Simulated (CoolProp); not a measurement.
Vapour-liquid equilibrium of CH2F2 (R32) (1) + n-butane (2) at 32.75 °C; x and y are mole fractions of (1).

Values from CoolProp's multi-fluid Helmholtz-energy mixture model, Tillner-Roth 1997 and Bücker 2006; pair parameters Bell 2016.

```json
[
 {"x": "0.05", "bubble pressure, mixture model (kPa)": "634.3", "bubble pressure, Raoult's law (kPa)": "395.6", "y, mixture model": "0.497", "y, Raoult's law": "0.261"},
 {"x": "0.125", "bubble pressure, mixture model (kPa)": "1019", "bubble pressure, Raoult's law (kPa)": "527.7", "y, mixture model": "0.680", "y, Raoult's law": "0.490"},
 {"x": "0.2", "bubble pressure, mixture model (kPa)": "1294", "bubble pressure, Raoult's law (kPa)": "659.7", "y, mixture model": "0.745", "y, Raoult's law": "0.627"},
 {"x": "0.275", "bubble pressure, mixture model (kPa)": "1482", "bubble pressure, Raoult's law (kPa)": "791.8", "y, mixture model": "0.778", "y, Raoult's law": "0.718"},
 {"x": "0.35", "bubble pressure, mixture model (kPa)": "1609", "bubble pressure, Raoult's law (kPa)": "923.9", "y, mixture model": "0.797", "y, Raoult's law": "0.784"},
 {"x": "0.425", "bubble pressure, mixture model (kPa)": "1696", "bubble pressure, Raoult's law (kPa)": "1056", "y, mixture model": "0.811", "y, Raoult's law": "0.833"},
 {"x": "0.5", "bubble pressure, mixture model (kPa)": "1761", "bubble pressure, Raoult's law (kPa)": "1188", "y, mixture model": "0.821", "y, Raoult's law": "0.871"},
 {"x": "0.575", "bubble pressure, mixture model (kPa)": "1817", "bubble pressure, Raoult's law (kPa)": "1320", "y, mixture model": "0.831", "y, Raoult's law": "0.901"},
 {"x": "0.65", "bubble pressure, mixture model (kPa)": "1870", "bubble pressure, Raoult's law (kPa)": "1452", "y, mixture model": "0.843", "y, Raoult's law": "0.926"},
 {"x": "0.725", "bubble pressure, mixture model (kPa)": "1923", "bubble pressure, Raoult's law (kPa)": "1584", "y, mixture model": "0.858", "y, Raoult's law": "0.947"},
 {"x": "0.8", "bubble pressure, mixture model (kPa)": "1978", "bubble pressure, Raoult's law (kPa)": "1716", "y, mixture model": "0.879", "y, Raoult's law": "0.964"},
 {"x": "0.875", "bubble pressure, mixture model (kPa)": "2029", "bubble pressure, Raoult's law (kPa)": "1849", "y, mixture model": "0.909", "y, Raoult's law": "0.979"},
 {"x": "0.95", "bubble pressure, mixture model (kPa)": "2064", "bubble pressure, Raoult's law (kPa)": "1981", "y, mixture model": "0.955", "y, Raoult's law": "0.992"}
]
```

The largest gap from Raoult's law is +96.1 % in bubble pressure, at x = 0.2. No azeotrope shows between x = 0.05 and 0.95.

The pair parameters rest on a limited set of measurements; away from them the model extrapolates. With so large a gap from Raoult's law the liquid may split in two, which this calculation doesn't test in full.
